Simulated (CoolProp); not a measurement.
The fluid at 993 K and 3.61 MPa flows at 11 m/s in a round tube of 12.7 mm bore and 0.25 µm roughness, fully developed (64/Re and Nu = 3.66 if laminar; Colebrook and Gnielinski if turbulent). The same conditions are run with several fluids, on thermodynamics alone (safety and materials aside).

Values from CoolProp's reference Helmholtz-energy equation of state of each fluid (carbon dioxide: Span 1996; oxygen: Schmidt 1985; dry air: Lemmon 2000; water: Wagner 2002). Blends and air are pseudo-pure fits.

| fluid | Reynolds number | Darcy friction factor | pressure drop (Pa/m) | heat-transfer coefficient (W/(m² K)) | mass flow (kg/h) |
|---|---|---|---|---|---|
| carbon dioxide | 64800 | 0.0198 | 1800 | 726 | 95.8 |
| oxygen | 39300 | 0.0221 | 1460 | 508 | 69.5 |
| dry air | 40400 | 0.0220 | 1310 | 482 | 62.8 |
| water | 29600 | 0.0236 | 894 | 612 | 39.9 |

Above 300 K oxygen's equation is extrapolated.

Transport values come from each fluid's own correlations.
